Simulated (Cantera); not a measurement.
**Fluorocarbon and chlorocarbon gases: CH3Cl + Si**

Feed: 1 mol CH3Cl, a varied amount of Si, held at 1977 °C and 1.00 Torr.

Method: chemical equilibrium by Gibbs-energy minimisation in Cantera with the NASA 1993 tables (ideal gas, pure condensed phases). Candidate condensed phases: C, C6H6, C7H8, C8H18, Si, SiC; 109 gas species. The tables' values for SiCl, SiCl3 are old estimates; treat these amounts as uncertain. Gases not in the tables: Si2H6 and higher silanes. Equilibrium is a limit: real reactors are often held back by kinetics, nucleation or transport.

```tsv
n(Si) (mol)	log p H2	log p HCl	log p H	log p Cl	log p Si	log p SiCl2	n C(graphite)	n SiC(s)
0.043	-3.25	-3.34	-3.75	-3.98	-5.00	-4.93	0.989	0
0.051	-3.25	-3.34	-3.75	-3.99	-4.92	-4.86	0.988	0
0.06	-3.25	-3.35	-3.75	-3.99	-4.84	-4.80	0.987	0
0.071	-3.25	-3.35	-3.75	-4.00	-4.77	-4.73	0.986	0
0.084	-3.25	-3.36	-3.75	-4.00	-4.69	-4.67	0.985	0
0.099	-3.25	-3.36	-3.75	-4.01	-4.61	-4.61	0.983	0
0.12	-3.25	-3.38	-3.75	-4.02	-4.53	-4.54	0.980	0
0.14	-3.24	-3.38	-3.75	-4.03	-4.45	-4.49	0.977	0
0.16	-3.25	-3.39	-3.75	-4.04	-4.39	-4.44	0.974	0
0.19	-3.25	-3.41	-3.75	-4.05	-4.31	-4.39	0.969	0
0.23	-3.25	-3.42	-3.75	-4.07	-4.23	-4.34	0.963	0
0.27	-3.25	-3.44	-3.75	-4.09	-4.15	-4.29	0.956	0
0.32	-3.25	-3.45	-3.75	-4.09	-4.13	-4.28	0.916	0.0370
```
log p: log10 of the partial pressure in bar; n: condensed amount in mol.

From 0.043 mol Si to 0.27 mol Si the condensed part is C(graphite). At 0.32 mol Si the condensed part is C(graphite) + SiC(s). The main Si-bearing gas is SiCl2 at 0.043 mol Si and Si at 0.32 mol Si.
